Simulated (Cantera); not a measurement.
An isothermal, constant-pressure homogeneous reactor starts with 0.653 % CH2O, 0.366 % O2, 99.0 % N2, equivalence ratio 1.8, at 1225 K and 1.28 atm.

Detailed kinetics in Cantera: GRI-Mech 3.0 (53 species, 325 reactions).

x: mole fraction; the columns are a selection and need not sum to one.

| t (s) | x CH2O | x O2 | x N2O | x CH3 | x H2 | x C2H | x NO |
|---|---|---|---|---|---|---|---|
| 1.00e-5 | 0.00653 | 0.00366 | <1e-12 | <1e-12 | 4.21e-8 | <1e-12 | <1e-12 |
| 4.22e-5 | 0.00653 | 0.00366 | <1e-12 | <1e-12 | 3.50e-7 | <1e-12 | <1e-12 |
| 0.000178 | 0.00653 | 0.00366 | 1.81e-12 | <1e-12 | (withheld) | <1e-12 | <1e-12 |
| 0.000750 | 0.00619 | 0.00359 | 1.37e-10 | 2.96e-10 | 0.000256 | <1e-12 | <1e-12 |
| 0.00316 | 5.67e-10 | 0.000679 | 4.07e-8 | 1.38e-11 | 0.00115 | <1e-12 | 2.85e-7 |
| 0.0133 | 1.11e-10 | (withheld) | (withheld) | 1.74e-12 | (withheld) | <1e-12 | 7.79e-7 |
| 0.0562 | 2.68e-11 | 1.40e-8 | 2.55e-10 | <1e-12 | 0.00237 | <1e-12 | 7.60e-7 |
| 0.237 | 9.80e-12 | 5.99e-10 | 8.94e-10 | <1e-12 | 0.00247 | <1e-12 | 6.92e-7 |
| 1.00 | 6.06e-12 | 2.66e-11 | 2.29e-9 | <1e-12 | 0.00251 | <1e-12 | 5.24e-7 |

Q: What belongs in the gaps?

A: 
- 0.000178, x H2: 3.66e-6
- 0.0133, x O2: 5.69e-7
- 0.0133, x N2O: 1.04e-9
- 0.0133, x H2: 0.00208
